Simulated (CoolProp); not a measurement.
A single-stage vapour-compression cycle with nitrous oxide: evaporating at 214.15 K (dew point), condensing at 278.15 K (bubble point), superheat 10 K, subcooling 5 K, compressor efficiency 0.75, no pressure losses. Each further row changes one setting.

Values from CoolProp's reference Helmholtz-energy equation of state, Lemmon 2006. It is a short technical equation, of lower accuracy than the large ones.

```json
[
 {"case": "as stated", "cooling COP": "1.70", "pressure ratio": "7.89", "discharge temperature (K)": "393.3", "refrigerating effect (kJ/kg)": "234", "volumetric capacity (kJ/m³)": "2640"},
 {"case": "evaporating temperature 219.15 K", "cooling COP": "1.94", "pressure ratio": "6.41", "discharge temperature (K)": "381.1", "refrigerating effect (kJ/kg)": "236", "volumetric capacity (kJ/m³)": "…"},
 {"case": "condensing temperature 273.15 K", "cooling COP": "1.92", "pressure ratio": "6.96", "discharge temperature (K)": "…", "refrigerating effect (kJ/kg)": "245", "volumetric capacity (kJ/m³)": "2770"},
 {"case": "subcooling 10 K", "cooling COP": "…", "pressure ratio": "7.89", "discharge temperature (K)": "393.3", "refrigerating effect (kJ/kg)": "245", "volumetric capacity (kJ/m³)": "2770"},
 {"case": "superheat 20 K", "cooling COP": "1.68", "pressure ratio": "7.89", "discharge temperature (K)": "408.5", "refrigerating effect (kJ/kg)": "243", "volumetric capacity (kJ/m³)": "…"},
 {"case": "compressor efficiency 0.65", "cooling COP": "1.47", "pressure ratio": "7.89", "discharge temperature (K)": "413.0", "refrigerating effect (kJ/kg)": "234", "volumetric capacity (kJ/m³)": "2640"}
]
```

### Question
Some entries are withheld; supply them.

### Answer

- evaporating temperature 219.15 K, volumetric capacity (kJ/m³): 3250
- condensing temperature 273.15 K, discharge temperature (K): 381.4
- subcooling 10 K, cooling COP: 1.78
- superheat 20 K, volumetric capacity (kJ/m³): 2600
